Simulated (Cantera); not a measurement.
An adiabatic, constant-volume homogeneous reactor starts with 13.2 % CH4, 1.08 % H2, 18.0 % O2, 67.7 % N2, at 1000 K and 0.900 bar.

Detailed kinetics in Cantera: GRI-Mech 3.0 (53 species, 325 reactions).

Task: Predict: time of steepest temperature rise; temperature at 3.00 s; equilibrium temperature; x(H2) at 3.00 s; x(O2) at 3.00 s.

Result: 
- time of steepest temperature rise: 0.263 s
- temperature at 3.00 s: 2709 K
- equilibrium temperature: 2709 K
- x(H2) at 3.00 s: 0.0747 (gas-phase equilibrium 0.0747)
- x(O2) at 3.00 s: 0.000444 (gas-phase equilibrium 0.000444)
